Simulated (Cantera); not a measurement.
What does this Cantera script print?

```python
import numpy as np
import cantera as ct

gas_names = """
    B BH BH2 BH3 BN BO BO2 B2 B2O B2O2 B2O3 B3O3H3 H HBO HBO2 HNO HNO2 HNO3 HO2 H2 H2O H2O2 H3B3O6 N NH
    NH2 NH3 NH2OH NO NO2 NO3 N2 N2H2 N2H4 N2O O OH O2 O3
""".split()
cond_names = """
    B(b) B(L) BN(s) B2O3(L) B3O3H3(cr) H2O(s) H2O(L)
""".split()


def load(file, names, dense=False):
    # The tables refer to 1 bar. Condensed volumes are neglected.
    table = {s.name: s for s in ct.Species.list_from_file(file)}
    out = []
    for n in names:
        d = dict(table[n].input_data)
        d["thermo"] = dict(d["thermo"], **{"reference-pressure": 1e5})
        if dense:
            d["equation-of-state"] = {"model": "constant-volume", "density": "1e6 g/cm^3"}
        out.append(ct.Species.from_dict(d))
    return out


gas = ct.Solution(thermo="ideal-gas", species=load("nasa_gas.yaml", gas_names))
cond = {s.name: ct.Solution(thermo="fixed-stoichiometry", species=[s], name=s.name)
        for s in load("nasa_condensed.yaml", cond_names, dense=True)}
atoms = {
    'B2O3': {'B': 2, 'O': 3},
    'NH3': {'N': 1, 'H': 3},
}
top_T = {'BN(s)': 3200}  # K; cautious upper limits of use, not melting points


def equilibrate(T, P, feed):
    n = {}
    for name, mol in feed.items():
        for a, k in atoms[name].items():
            n[a] = n.get(a, 0.0) + k * mol
    gas.TPX = T, P, n
    mass = sum(n.values()) * gas.mean_molecular_weight
    gas.equilibrate("TP")
    valid = [c for c in cond.values() if c.min_temp <= T <= top_T.get(c.name, c.max_temp)]
    mix = ct.Mixture([(gas, mass / gas.mean_molecular_weight)] + [(c, 0.0) for c in valid])
    mix.T, mix.P = T, P
    mix.equilibrate("TP", solver="vcs", rtol=1e-11, max_steps=5000)
    return mix


results = []
feed = {'B2O3': 1, 'NH3': 0.44}  # mol
T = 2248  # K
P = 76  # Pa
mix = equilibrate(T, P, feed)
results.append((T, P, feed, dict(zip(mix.species_names, mix.species_moles))))
print(gas.report(threshold=1e-05))
for i in range(1, mix.n_phases):
    print(f"{mix.phase(i).name:16s} {mix.phase_moles(i):12.5e} mol")
```

It prints:

```
       temperature   2248 K
          pressure   76 Pa
           density   0.00014231 kg/m^3
  mean mol. weight   35 kg/kmol
   phase of matter   gas

                          1 kg             1 kmol
                     ---------------   ---------------
          enthalpy       -5.5521e+06       -1.9432e+08  J
   internal energy       -6.0862e+06       -2.1302e+08  J
           entropy             11159        3.9056e+05  J/K
    Gibbs function       -3.0637e+07       -1.0723e+09  J
 heat capacity c_p            1739.6             60885  J/K
 heat capacity c_v              1502             52570  J/K

                      mass frac. Y      mole frac. X     chem. pot. / RT
                     ---------------   ---------------   ---------------
                BO           0.12951           0.16908           -37.835
               BO2          0.023291          0.019043            -61.35
              B2O2         0.0088502         0.0057771            -75.67
              B2O3           0.53178           0.26735           -99.186
                 H         0.0029528           0.10253           -14.476
               HBO          0.016604          0.020892           -52.311
              HBO2           0.19093           0.15252           -75.826
                H2         0.0085263           0.14803           -28.952
               H2O         0.0066426          0.012905           -52.467
                NO         4.527e-05        5.2804e-05           -41.929
                N2          0.079904           0.09983           -36.828
                 O        0.00029248        0.00063983           -23.515
                OH        0.00065065          0.001339           -37.991
                O2         2.141e-05        2.3418e-05           -47.031
     [  +25 minor]        2.4805e-07        4.9894e-07

B(b)              0.00000e+00 mol
BN(s)             0.00000e+00 mol
B2O3(L)           0.00000e+00 mol
```

Cantera equilibrium calculation (NASA polynomials, part measured and part estimated; ideal gas, pure solids and liquids).
